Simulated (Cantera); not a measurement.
A Cantera script and what it prints.

```python
import numpy as np
import cantera as ct

gas_names = """
    Mg MgN MgO Mg2 N NO NO2 NO3 N2 N2O O O2 O3 Si SiN SiO SiO2 Si2 Si2N Si3
""".split()
cond_names = """
    Mg(cr) Mg(L) MgO(s) MgO(L) MgSiO3(I) MgSiO3(II) MgSiO3(III) MgSiO3(L) Mg2SiO4(s) Mg2SiO4(L) Si(cr)
    Si(L) SiO2(Lqz) SiO2(hqz) SiO2(L) Si2N2O(s) Si3N4(a)
""".split()


# ... load() reads the species with a 1 bar reference pressure and builds the phases ...
atoms = {
    'SiO2': {'Si': 1, 'O': 2},
    'MgO': {'Mg': 1, 'O': 1},
    'N2': {'N': 2},
}
top_T = {'Si2N2O(s)': 2100, 'Si3N4(a)': 2400}  # K; cautious upper limits of use, not melting points


# ... equilibrate(T, P, feed) seeds the gas with the atoms and calls Mixture.equilibrate('TP', solver="vcs", rtol=1e-11, max_steps=5000) ...
results = []
feed = {'SiO2': 1, 'MgO': 2.2, 'N2': 3.3}  # mol
P = 28000  # Pa
for T in [2048, 2073, 2098, 2123, 2148, 2173, 2198, 2223]:
    mix = equilibrate(T, P, feed)
    results.append((T, P, feed, dict(zip(mix.species_names, mix.species_moles))))

top = {s: max(r[3][s] / sum(r[3][g] for g in gas_names) for r in results) for s in gas_names}
cols = sorted((s for s in top if top[s] > 0.0001), key=lambda s: -top[s])[:9]
seen = [c for c in cond_names if any(r[3].get(c, 0) > 1e-12 for r in results)]
print("log10 of partial pressures in bar; condensed amounts in mol")
print(f"{'T/K':>10s}" + "".join(f"{s[:9]:>10s}" for s in cols + seen))
for T, P, feed, n in results:
    ng = sum(n[g] for g in gas_names)
    print(f"{T:10.4g}" + "".join(f"{np.log10(max(n[s] / ng * P / 1e5, 1e-99)):10.3f}" for s in cols)
          + "".join(f"{n.get(c, 0):10.4g}" for c in seen))
```

Result:

```
log10 of partial pressures in bar; condensed amounts in mol
       T/K        N2        Mg        NO    MgO(s) Mg2SiO4(s Mg2SiO4(L
      2048    -0.553    -4.910    -4.949    0.1999         1         0
      2073    -0.553    -4.780    -4.827    0.1999         1         0
      2098    -0.553    -4.653    -4.709    0.1998         1         0
      2123    -0.553    -4.528    -4.595    0.1998    0.9999         0
      2148    -0.553    -4.406    -4.484    0.1997    0.9999         0
      2173    -0.553    -4.286    -4.376    0.1997         0    0.9999
      2198    -0.553    -4.166    -4.272    0.1996         0    0.9998
      2223    -0.553    -4.049    -4.171    0.1994         0    0.9998
```

Cantera equilibrium calculation (NASA polynomials, part measured and part estimated; ideal gas, pure solids and liquids). Mutual solubility and eutectic melting of coexisting phases are not modelled. Condensed phases not in the tables: alloys, solid solutions and most ternary compounds.
